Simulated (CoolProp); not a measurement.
Vapour-liquid equilibrium of R125 (1) + fluoroethane (R161) (2) at 273.8 K; x and y are mole fractions of (1).

Values from CoolProp's multi-fluid Helmholtz-energy mixture model, Lemmon 2005 and Wu 2012; pair parameters Bell 2016.

| x | bubble pressure, mixture model (MPa) | bubble pressure, Raoult's law (MPa) | y, mixture model | y, Raoult's law |
|---|---|---|---|---|
| 0.05 | 0.4550 | 0.4581 | 0.067 | 0.075 |
| 0.125 | 0.4709 | 0.4760 | 0.170 | 0.180 |
| 0.2 | 0.4895 | 0.4939 | 0.270 | 0.277 |
| 0.275 | 0.5100 | 0.5117 | 0.366 | 0.368 |
| 0.35 | 0.5316 | 0.5296 | 0.454 | 0.452 |
| 0.425 | 0.5535 | 0.5474 | 0.534 | 0.531 |
| 0.5 | 0.5750 | 0.5653 | 0.607 | 0.605 |
| 0.575 | 0.5957 | 0.5832 | 0.674 | 0.675 |
| 0.65 | 0.6152 | 0.6010 | 0.735 | 0.740 |
| 0.725 | 0.6332 | 0.6189 | 0.792 | 0.802 |
| 0.8 | 0.6496 | 0.6368 | 0.847 | 0.860 |
| 0.875 | 0.6644 | 0.6546 | 0.902 | 0.915 |
| 0.95 | 0.6772 | 0.6725 | 0.959 | 0.967 |

The largest gap from Raoult's law is +2.4 % in bubble pressure, at x = 0.65. No azeotrope shows between x = 0.05 and 0.95.

The pair parameters rest on a limited set of measurements; away from them the model extrapolates. The gap from Raoult's law changes sign with composition, which may be real or a fault of the pair parameters; it wasn't checked against measurements.
